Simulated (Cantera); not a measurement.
A Cantera script and what it prints.

```python
import numpy as np
import cantera as ct

gas_names = """
    CL CL2 H HCL H2 N NH NH2 NH3 N2 N2H2 N2H4 Si SiCL SiCL2 SiCL3 SiCL4 SiH SiHCL3 SiH2 SiH2CL2 SiH3
    SiH3CL SiH4 SiN Si2 Si2N Si3
""".split()
cond_names = """
    NH4CL(a) NH4CL(b) Si(cr) Si(L) Si3N4(a)
""".split()


def load(file, names, dense=False):
    # The tables refer to 1 bar. Condensed volumes are neglected.
    table = {s.name: s for s in ct.Species.list_from_file(file)}
    out = []
    for n in names:
        d = dict(table[n].input_data)
        d["thermo"] = dict(d["thermo"], **{"reference-pressure": 1e5})
        if dense:
            d["equation-of-state"] = {"model": "constant-volume", "density": "1e6 g/cm^3"}
        out.append(ct.Species.from_dict(d))
    return out


gas = ct.Solution(thermo="ideal-gas", species=load("nasa_gas.yaml", gas_names))
cond = {s.name: ct.Solution(thermo="fixed-stoichiometry", species=[s], name=s.name)
        for s in load("nasa_condensed.yaml", cond_names, dense=True)}
atoms = {
    'SiHCl3': {'Si': 1, 'H': 1, 'CL': 3},
    'HCl': {'H': 1, 'CL': 1},
    'H2': {'H': 2},
    'NH3': {'N': 1, 'H': 3},
}
top_T = {'Si3N4(a)': 2400}  # K; cautious upper limits of use, not melting points


def equilibrate(T, P, feed):
    n = {}
    for name, mol in feed.items():
        for a, k in atoms[name].items():
            n[a] = n.get(a, 0.0) + k * mol
    gas.TPX = T, P, n
    mass = sum(n.values()) * gas.mean_molecular_weight
    gas.equilibrate("TP")
    valid = [c for c in cond.values() if c.min_temp <= T <= top_T.get(c.name, c.max_temp)]
    mix = ct.Mixture([(gas, mass / gas.mean_molecular_weight)] + [(c, 0.0) for c in valid])
    mix.T, mix.P = T, P
    mix.equilibrate("TP", solver="vcs", rtol=1e-11, max_steps=5000)
    return mix


results = []
feed = {'SiHCl3': 1, 'HCl': 0.048, 'H2': 14, 'NH3': 0.24}  # mol
P = 100000  # Pa
for T in [850, 925, 1000, 1075, 1150, 1225, 1300, 1375, 1450, 1525, 1600, 1675, 1750]:
    mix = equilibrate(T, P, feed)
    results.append((T, P, feed, dict(zip(mix.species_names, mix.species_moles))))
    x = sorted(zip(gas.X, gas.species_names), reverse=True)
    print(f"T = {T:g} K  P = {P:g} Pa  gas = {mix.phase_moles(0):.4g} mol")
    print("   x: " + "  ".join(f"{s} {v:.3e}" for v, s in x if v > 1e-06))
    print("   condensed (mol): " + ("  ".join(f"{mix.phase(i).name} {mix.phase_moles(i):.4g}"
          for i in range(1, mix.n_phases) if mix.phase_moles(i) > 1e-12) or "none"))
```

It prints:

```
T = 850 K  P = 100000 Pa  gas = 15.59 mol
   x: H2 9.441e-01  SiCL4 3.514e-02  SiHCL3 1.672e-02  HCL 3.293e-03  SiH2CL2 6.997e-04  SiCL3 3.080e-05  SiH3CL 6.954e-06  SiCL2 1.916e-06
   condensed (mol): Si3N4(a) 0.06
T = 925 K  P = 100000 Pa  gas = 15.59 mol
   x: H2 9.414e-01  SiCL4 3.278e-02  SiHCL3 1.863e-02  HCL 6.020e-03  SiH2CL2 1.039e-03  SiCL3 1.176e-04  SiCL2 1.675e-05  SiH3CL 1.432e-05
   condensed (mol): Si3N4(a) 0.06
T = 1000 K  P = 100000 Pa  gas = 15.59 mol
   x: H2 9.379e-01  SiCL4 2.987e-02  SiHCL3 2.066e-02  HCL 9.553e-03  SiH2CL2 1.542e-03  SiCL3 3.712e-04  SiCL2 1.117e-04  SiH3CL 2.938e-05
   condensed (mol): Si3N4(a) 0.06
T = 1075 K  P = 100000 Pa  gas = 15.62 mol
   x: H2 9.331e-01  SiCL4 2.746e-02  SiHCL3 2.085e-02  HCL 1.527e-02  SiH2CL2 1.852e-03  SiCL3 9.201e-04  SiCL2 4.880e-04  SiH3CL 4.322e-05
   condensed (mol): Si(cr) 0.01382  Si3N4(a) 0.06
T = 1150 K  P = 100000 Pa  gas = 15.67 mol
   x: H2 9.259e-01  SiCL4 2.512e-02  HCL 2.482e-02  SiHCL3 1.903e-02  SiCL3 1.833e-03  SiH2CL2 1.809e-03  SiCL2 1.464e-03  SiH3CL 4.636e-05
   condensed (mol): Si(cr) 0.04729  Si3N4(a) 0.06
T = 1225 K  P = 100000 Pa  gas = 15.75 mol
   x: H2 9.161e-01  HCL 3.719e-02  SiCL4 2.156e-02  SiHCL3 1.657e-02  SiCL2 3.682e-03  SiCL3 3.168e-03  SiH2CL2 1.701e-03  SiH3CL 4.810e-05
   condensed (mol): Si(cr) 0.08374  Si3N4(a) 0.06
T = 1300 K  P = 100000 Pa  gas = 15.87 mol
   x: H2 9.041e-01  HCL 5.155e-02  SiCL4 1.683e-02  SiHCL3 1.345e-02  SiCL2 7.838e-03  SiCL3 4.715e-03  SiH2CL2 1.516e-03  SiH3CL 4.804e-05  H 1.052e-06
   condensed (mol): Si(cr) 0.1156  Si3N4(a) 0.06
T = 1375 K  P = 100000 Pa  gas = 16 mol
   x: H2 8.911e-01  HCL 6.612e-02  SiCL2 1.414e-02  SiCL4 1.151e-02  SiHCL3 9.895e-03  SiCL3 5.951e-03  SiH2CL2 1.260e-03  SiH3CL 4.593e-05  H 3.235e-06  N2 3.220e-06
   condensed (mol): Si(cr) 0.1354  Si3N4(a) 0.05997
T = 1450 K  P = 100000 Pa  gas = 16.13 mol
   x: H2 8.793e-01  HCL 7.856e-02  SiCL2 2.165e-02  SiCL4 6.707e-03  SiHCL3 6.471e-03  SiCL3 6.304e-03  SiH2CL2 9.665e-04  SiH3CL 4.196e-05  N2 1.711e-05  H 8.868e-06
   condensed (mol): Si(cr) 0.1408  Si3N4(a) 0.05986
T = 1525 K  P = 100000 Pa  gas = 16.24 mol
   x: H2 8.705e-01  HCL 8.723e-02  SiCL2 2.861e-02  SiCL3 5.688e-03  SiHCL3 3.789e-03  SiCL4 3.360e-03  SiH2CL2 6.884e-04  N2 7.689e-05  SiH3CL 3.688e-05  H 2.207e-05  SiH2 1.790e-06  CL 1.774e-06  SiCL 1.045e-06
   condensed (mol): Si(cr) 0.1372  Si3N4(a) 0.05937
T = 1600 K  P = 100000 Pa  gas = 16.31 mol
   x: H2 8.649e-01  HCL 9.217e-02  SiCL2 3.385e-02  SiCL3 4.579e-03  SiHCL3 2.067e-03  SiCL4 1.525e-03  SiH2CL2 4.678e-04  N2 2.991e-04  H 5.056e-05  SiH3CL 3.163e-05  SiH2 4.330e-06  CL 4.261e-06  SiCL 3.173e-06
   condensed (mol): Si(cr) 0.1336  Si3N4(a) 0.05756
T = 1675 K  P = 100000 Pa  gas = 16.36 mol
   x: H2 8.614e-01  HCL 9.446e-02  SiCL2 3.737e-02  SiCL3 3.472e-03  SiHCL3 1.102e-03  N2 1.027e-03  SiCL4 6.700e-04  SiH2CL2 3.131e-04  H 1.078e-04  SiH3CL 2.688e-05  SiH2 9.686e-06  CL 9.225e-06  SiCL 8.477e-06
   condensed (mol): Si(cr) 0.142  Si3N4(a) 0.05159
T = 1750 K  P = 100000 Pa  gas = 16.43 mol
   x: H2 8.557e-01  HCL 9.871e-02  SiCL2 3.783e-02  N2 3.802e-03  SiCL3 2.555e-03  SiHCL3 5.880e-04  SiCL4 3.067e-04  H 2.151e-04  SiH2CL2 2.005e-04  SiH3CL 2.090e-05  CL 1.914e-05  SiCL 1.881e-05  SiH2 1.783e-05  SiH 1.837e-06  NH3 1.586e-06  Si 1.501e-06
   condensed (mol): Si(L) 0.2311  Si3N4(a) 0.02876
```

Cantera equilibrium calculation (NASA polynomials, part measured and part estimated; ideal gas, pure solids and liquids). Mutual solubility and eutectic melting of coexisting phases are not modelled. The tables' values for SiCl3, SiCl are old estimates; treat these amounts as uncertain. Gases not in the tables: Si2H6 and higher silanes.
